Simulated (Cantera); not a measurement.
Input (Python, Cantera):

```python
import numpy as np
import cantera as ct

gas = ct.Solution("gri30.yaml")
gas.TPX = 1048, 500000, {'CH4': 1, 'O2': 1.67, 'N2': 6.27}
reactor = ct.IdealGasReactor(gas, energy="on", clone=False)
net = ct.ReactorNet([reactor])
net.rtol, net.atol = 1e-08, 1e-16
show = ['CH4', 'O2', 'HCO', 'O', 'C2H4', 'C2H6', 'NO']
times = np.geomspace(3e-06, 0.5, 12)

steps = ct.SolutionArray(gas, extra=["t"])
rows = []
print(f"{'t/s':>10s}{'T/K':>9s}{'P/Pa':>11s}" + "".join(f"{s:>11s}" for s in show))
for t in times:
    while net.time < t:
        t_next = net.step()
        steps.append(gas.state, t=t_next)
    rows.append([np.interp(t, steps.t, y) for y in (steps.T, steps.P, *steps(*show).X.T)])
    print(f"{t:10.3e}{rows[-1][0]:9.1f}{rows[-1][1]:11.4g}" + "".join(f"{x:11.3e}" for x in rows[-1][2:]))
rate = np.gradient(steps.T, steps.t)
print("integrator steps:", len(steps.t))
if steps.T.max() > steps.T[0] + 200:
    print(f"time of steepest temperature rise: {steps.t[rate.argmax()]:.4e} s")
gas.TPX = 1048, 500000, {'CH4': 1, 'O2': 1.67, 'N2': 6.27}
gas.equilibrate("UV")
print(f"equilibrium (UV): T = {gas.T:.1f} K  " + "  ".join(f"{s} {gas[s].X[0]:.3e}" for s in show))
```

It prints:

```
       t/s      T/K       P/Pa        CH4         O2        HCO          O       C2H4       C2H6         NO
 3.000e-06   1048.0      5e+05  1.119e-01  1.868e-01  5.068e-20  2.847e-14  7.928e-19  1.729e-16  6.194e-26
 8.950e-06   1048.0      5e+05  1.119e-01  1.868e-01  4.541e-19  8.350e-14  2.963e-17  4.525e-15  5.613e-25
 2.670e-05   1048.0      5e+05  1.119e-01  1.868e-01  4.099e-18  2.503e-13  9.109e-16  1.206e-13  5.052e-24
 7.966e-05   1048.0      5e+05  1.119e-01  1.868e-01  3.796e-17  7.718e-13  2.671e-14  3.360e-12  4.632e-23
 2.377e-04   1048.0      5e+05  1.119e-01  1.868e-01  3.751e-16  2.557e-12  8.097e-13  1.001e-10  4.450e-22
 7.091e-04   1048.0      5e+05  1.119e-01  1.868e-01  4.606e-15  1.016e-11  3.106e-11  3.813e-09  5.072e-21
 2.115e-03   1048.0      5e+05  1.119e-01  1.868e-01  8.081e-14  4.180e-11  1.502e-09  1.812e-07  8.212e-20
 6.311e-03   1048.1      5e+05  1.118e-01  1.868e-01  6.746e-13  6.600e-11  2.102e-08  2.276e-06  7.751e-19
 1.883e-02   1048.5  5.002e+05  1.118e-01  1.867e-01  3.716e-12  1.072e-10  1.644e-07  1.256e-05  4.797e-18
 5.617e-02   1052.6  5.022e+05  1.112e-01  1.863e-01  5.523e-11  5.240e-10  4.120e-06  1.096e-04  9.702e-17
 1.676e-01   2920.7  1.467e+06  1.100e-12  3.140e-03  3.771e-07  1.260e-03  1.907e-19  2.338e-24  4.871e-03
 5.000e-01   2920.7  1.467e+06  1.100e-12  3.140e-03  3.771e-07  1.260e-03  1.907e-19  2.338e-24  4.871e-03
integrator steps: 2538
time of steepest temperature rise: 8.8953e-02 s
equilibrium (UV): T = 2920.7 K  CH4 1.310e-12  O2 3.140e-03  HCO 3.771e-07  O 1.260e-03  C2H4 2.048e-19  C2H6 3.126e-24  NO 4.871e-03
```

Cantera simulation using GRI-Mech 3.0 (53 species, 325 reactions); the numbers are that mechanism's predictions, not measurements.
